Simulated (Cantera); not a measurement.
What does this Cantera script print?

```python
import numpy as np
import cantera as ct

gas = ct.Solution("gri30.yaml")
gas.TPX = 1123, 500000, {'CO': 0.0021, 'O2': 0.029, 'H2O': 0.0008, 'N2': 1}
reactor = ct.IdealGasConstPressureReactor(gas, energy="off", clone=False)
net = ct.ReactorNet([reactor])
net.rtol, net.atol = 1e-08, 1e-18
show = ['CO', 'O2', 'H2O', 'H', 'O', 'H2O2']
times = np.geomspace(3e-05, 70, 10)

steps = ct.SolutionArray(gas, extra=["t"])
rows = []
print(f"{'t/s':>10s}{'T/K':>9s}{'P/Pa':>11s}" + "".join(f"{s:>11s}" for s in show))
for t in times:
    while net.time < t:
        t_next = net.step()
        steps.append(gas.state, t=t_next)
    rows.append([np.interp(t, steps.t, y) for y in (steps.T, steps.P, *steps(*show).X.T)])
    print(f"{t:10.3e}{rows[-1][0]:9.1f}{rows[-1][1]:11.4g}" + "".join(f"{x:11.3e}" for x in rows[-1][2:]))
rate = np.gradient(steps.T, steps.t)
print("integrator steps:", len(steps.t))
if steps.T.max() > steps.T[0] + 200:
    print(f"time of steepest temperature rise: {steps.t[rate.argmax()]:.4e} s")
gas.TPX = 1123, 500000, {'CO': 0.0021, 'O2': 0.029, 'H2O': 0.0008, 'N2': 1}
gas.equilibrate("TP")
print(f"equilibrium (TP): T = {gas.T:.1f} K  " + "  ".join(f"{s} {gas[s].X[0]:.3e}" for s in show))
```

Result:

```
       t/s      T/K       P/Pa         CO         O2        H2O          H          O       H2O2
 3.000e-05   1123.0      5e+05  2.035e-03  2.810e-02  7.753e-04  5.819e-14  1.133e-10  8.071e-19
 1.530e-04   1123.0      5e+05  2.035e-03  2.810e-02  7.753e-04  8.338e-13  5.584e-10  1.338e-16
 7.802e-04   1123.0      5e+05  2.035e-03  2.810e-02  7.753e-04  6.074e-12  2.534e-09  2.098e-14
 3.979e-03   1123.0      5e+05  2.035e-03  2.810e-02  7.753e-04  4.721e-11  1.094e-08  5.636e-12
 2.029e-02   1123.0      5e+05  2.024e-03  2.810e-02  7.748e-04  3.167e-09  2.929e-07  1.876e-08
 1.035e-01   1123.0      5e+05  1.763e-03  2.797e-02  7.741e-04  4.825e-09  3.814e-07  3.878e-08
 5.278e-01   1123.0      5e+05  8.950e-04  2.755e-02  7.748e-04  2.394e-09  2.512e-07  2.036e-08
 2.691e+00   1123.0      5e+05  6.197e-05  2.714e-02  7.759e-04  1.664e-10  4.350e-08  9.497e-10
 1.373e+01   1123.0      5e+05  8.600e-10  2.711e-02  7.760e-04  1.384e-13  1.014e-09  9.809e-12
 7.000e+01   1123.0      5e+05  1.399e-11  2.711e-02  7.760e-04  4.234e-14  3.260e-10  3.280e-12
integrator steps: 1297
equilibrium (TP): T = 1123.0 K  CO 1.400e-11  O2 2.709e-02  H2O 7.760e-04  H 4.235e-14  O 3.259e-10  H2O2 3.279e-12
```

Detailed kinetics in Cantera: GRI-Mech 3.0 (53 species, 325 reactions).
